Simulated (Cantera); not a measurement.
Cantera run:

```python
import numpy as np
import cantera as ct

gas_names = [...]  # 87 gases of nasa_gas.yaml made of C, H, Si
cond_names = """
    C(gr) C6H6(L) C7H8(L) C8H18(L),n-octa Si(cr) Si(L) SiC(b)
""".split()


# ... load() reads the species with a 1 bar reference pressure and builds the phases ...
atoms = {
    'Si(CH3)4': {'Si': 1, 'C': 4, 'H': 12},
    'C2H2': {'C': 2, 'H': 2},
    'H2': {'H': 2},
}
top_T = {'C(gr)': 4500, 'SiC(b)': 3050}  # K; cautious upper limits of use, not melting points


# ... equilibrate(T, P, feed) seeds the gas with the atoms and calls Mixture.equilibrate('TP', solver="vcs", rtol=1e-11, max_steps=5000) ...
results = []
feed = {'Si(CH3)4': 1, 'C2H2': 0.0073, 'H2': 500}  # mol
P = 133.322  # Pa
for T in [1323, 1423, 1523, 1623, 1723, 1823, 1923, 2023]:
    mix = equilibrate(T, P, feed)
    results.append((T, P, feed, dict(zip(mix.species_names, mix.species_moles))))

top = {s: max(r[3][s] / sum(r[3][g] for g in gas_names) for r in results) for s in gas_names}
cols = sorted((s for s in top if top[s] > 0.001), key=lambda s: -top[s])[:8]
seen = [c for c in cond_names if any(r[3].get(c, 0) > 1e-12 for r in results)]
print("log10 of partial pressures in bar; condensed amounts in mol")
print(f"{'T/K':>10s}" + "".join(f"{s[:9]:>10s}" for s in cols + seen))
for T, P, feed, n in results:
    ng = sum(n[g] for g in gas_names)
    print(f"{T:10.4g}" + "".join(f"{np.log10(max(n[s] / ng * P / 1e5, 1e-99)):10.3f}" for s in cols)
          + "".join(f"{n.get(c, 0):10.4g}" for c in seen))
```

Output:

```
log10 of partial pressures in bar; condensed amounts in mol
       T/K        H2         H        Si     C(gr)    SiC(b)
      1323    -2.875    -7.237   -12.530     3.009         1
      1423    -2.875    -6.615   -11.091     3.009         1
      1523    -2.875    -6.074    -9.843     3.001    0.9999
      1623    -2.876    -5.598    -8.750     2.979    0.9992
      1723    -2.877    -5.178    -7.785     2.929    0.9932
      1823    -2.880    -4.803    -6.928     2.848    0.9508
      1923    -2.887    -4.469    -6.160     2.836    0.7066
      2023    -2.899    -4.171    -5.638     3.032         0
```

Equilibrium computed with Cantera from the NASA thermochemical tables; the gas is ideal and each condensed phase is pure.
